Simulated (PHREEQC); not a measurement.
Make-up at 60 °C: 0.0029 mol ZnCl2, 0.22 mol Na2SO4 and 0.00062 mol H2SO4 per kg of water. Closed to the air; pH follows from the charge balance.

The numbers come from PHREEQC with the ion-association model, phreeqc.dat.

No solid was allowed to form.

Q: What pH, specific conductance, density does the model give?

A: pH 3.91; specific conductance 49500 µS/cm; density 1.010 g/cm³.

Q: In which forms is Zn present?

A: ZnSO4 41 %, Zn(SO4)2-2 30 %, Zn+2 29 % of the Zn.

Species that the database lacks are ignored. Away from 25 °C the constants follow the database's enthalpies or fits; those with neither stay at their 25 °C values.
